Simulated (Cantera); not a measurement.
A perfectly stirred reactor is fed with 6.63 % H2, 93.4 % O2, equivalence ratio 0.035, at 2600 Pa; it is held at 1150 K, and followed from long to short residence time.

Computed with Cantera and the H2/O2 subset of GRI-Mech 3.0, which has no nitrogen chemistry. Radical loss at walls, strong at low pressure, is not modelled. The temperature is held fixed by assumption; the heat of reaction is taken as removed at once.

x: mole fraction; the columns are a selection and need not sum to one.

```tsv
τ (s)	x H2	x O2	x HO2	x H2O2	x H2O	x H
12	3.92e-5	0.931	9.49e-7	…	0.0684	6.00e-6
4.1	7.66e-5	0.931	1.57e-6	…	0.0682	1.76e-5
1.4	0.000148	0.930	2.47e-6	…	0.0680	5.11e-5
0.48	0.000280	0.929	3.68e-6	…	0.0677	0.000147
0.17	0.000513	0.927	5.11e-6	…	0.0671	0.000401
0.057	0.000965	0.924	6.77e-6	…	0.0658	0.00111
0.019	0.00182	0.918	8.37e-6	…	0.0634	0.00285
0.0066	0.00340	0.910	9.55e-6	…	0.0593	0.00609
0.0023	0.00658	0.903	1.02e-5	…	0.0529	0.0103
0.00077	0.0139	0.902	1.01e-5	5.52e-7	0.0433	0.0132
0.00026	0.0299	0.910	9.09e-6	5.84e-7	0.0281	0.0109
```

Q: Some entries are withheld; supply them.

A: 
- 12, x H2O2: 8.49e-8
- 4.1, x H2O2: 1.16e-7
- 1.4, x H2O2: 1.52e-7
- 0.48, x H2O2: 1.91e-7
- 0.17, x H2O2: 2.31e-7
- 0.057, x H2O2: 2.73e-7
- 0.019, x H2O2: 3.15e-7
- 0.0066, x H2O2: 3.63e-7
- 0.0023, x H2O2: 4.37e-7
